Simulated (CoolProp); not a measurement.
Vapour-liquid equilibrium of C2F6 (R116) (1) + propylene (2) at 632 kPa; x and y are mole fractions of (1).

The numbers come from the multi-fluid Helmholtz-energy mixture model, Lemmon 2006 and Lemmon 2013; pair parameters Bell 2016 in CoolProp.

```json
[
 {"x": "0.05", "bubble temperature (°C)": "-12.9", "y at the bubble point": "0.378", "dew temperature at overall composition x (°C)": "0.8", "liquid density (mol/L)": "13.11"},
 {"x": "0.125", "bubble temperature (°C)": "-25.3", "y at the bubble point": "0.604", "dew temperature at overall composition x (°C)": "___", "liquid density (mol/L)": "13.07"},
 {"x": "0.2", "bubble temperature (°C)": "-30.4", "y at the bubble point": "0.681", "dew temperature at overall composition x (°C)": "-5.0", "liquid density (mol/L)": "12.83"},
 {"x": "0.275", "bubble temperature (°C)": "-32.6", "y at the bubble point": "0.713", "dew temperature at overall composition x (°C)": "-8.2", "liquid density (mol/L)": "12.50"},
 {"x": "0.35", "bubble temperature (°C)": "-33.5", "y at the bubble point": "___", "dew temperature at overall composition x (°C)": "-11.6", "liquid density (mol/L)": "12.15"},
 {"x": "0.425", "bubble temperature (°C)": "-34.1", "y at the bubble point": "0.737", "dew temperature at overall composition x (°C)": "___", "liquid density (mol/L)": "11.82"},
 {"x": "0.5", "bubble temperature (°C)": "-34.5", "y at the bubble point": "0.746", "dew temperature at overall composition x (°C)": "-19.2", "liquid density (mol/L)": "11.50"},
 {"x": "0.575", "bubble temperature (°C)": "-34.9", "y at the bubble point": "___", "dew temperature at overall composition x (°C)": "-23.5", "liquid density (mol/L)": "11.22"},
 {"x": "0.65", "bubble temperature (°C)": "-35.4", "y at the bubble point": "0.773", "dew temperature at overall composition x (°C)": "-28.3", "liquid density (mol/L)": "10.96"},
 {"x": "0.725", "bubble temperature (°C)": "-35.8", "y at the bubble point": "0.795", "dew temperature at overall composition x (°C)": "-33.4", "liquid density (mol/L)": "10.74"},
 {"x": "0.8", "bubble temperature (°C)": "-36.2", "y at the bubble point": "0.828", "dew temperature at overall composition x (°C)": "-35.9", "liquid density (mol/L)": "___"},
 {"x": "0.875", "bubble temperature (°C)": "-36.3", "y at the bubble point": "___", "dew temperature at overall composition x (°C)": "-36.3", "liquid density (mol/L)": "10.37"},
 {"x": "0.95", "bubble temperature (°C)": "-36.1", "y at the bubble point": "0.940", "dew temperature at overall composition x (°C)": "-36.0", "liquid density (mol/L)": "10.20"}
]
```

Problem. Some entries are withheld; supply them.

Solution. 
- 0.125, dew temperature at overall composition x (°C): -2.0
- 0.35, y at the bubble point: 0.728
- 0.425, dew temperature at overall composition x (°C): -15.2
- 0.575, y at the bubble point: 0.757
- 0.8, liquid density (mol/L): 10.54
- 0.875, y at the bubble point: 0.874

y crosses x between x = 0.8 and 0.875: the model has an azeotrope there.

Pair parameters are fitted to limited data, so mixtures are less certain than the pure fluids. With so large a gap from Raoult's law the liquid may split in two, which this calculation doesn't test in full.
